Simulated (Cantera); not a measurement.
A perfectly stirred reactor is fed with 5.78 % CH₄, 2.98 % O₂, 91.2 % N₂, equivalence ratio 3.9, at 9.30 bar; it is held at 1350 K, and followed from long to short residence time.

Detailed kinetics in Cantera: GRI-Mech 3.0 (53 species, 325 reactions). The temperature is held fixed by assumption; the heat of reaction is taken as removed at once.

Task: Predict: x(CH₄) at τ = 0.970 s; x(O₂) at τ = 0.970 s; x(N₂O) at τ = 0.970 s; x(C₂H₆) at τ = 0.970 s; x(CH₄) at τ = 11.0 ms; x(O₂) at τ = 11.0 ms; x(N₂O) at τ = 11.0 ms; x(C₂H₆) at τ = 11.0 ms.

Result: 
```json
{
  "x(CH₄) at τ = 0.970 s": "0.0305",
  "x(O₂) at τ = 0.970 s": "0.00124",
  "x(N₂O) at τ = 0.970 s": "5.83e-9",
  "x(C₂H₆) at τ = 0.970 s": "0.000112",
  "x(CH₄) at τ = 11.0 ms": "0.0497",
  "x(O₂) at τ = 11.0 ms": "0.0240",
  "x(N₂O) at τ = 11.0 ms": "2.75e-8",
  "x(C₂H₆) at τ = 11.0 ms": "0.000755"
}
```
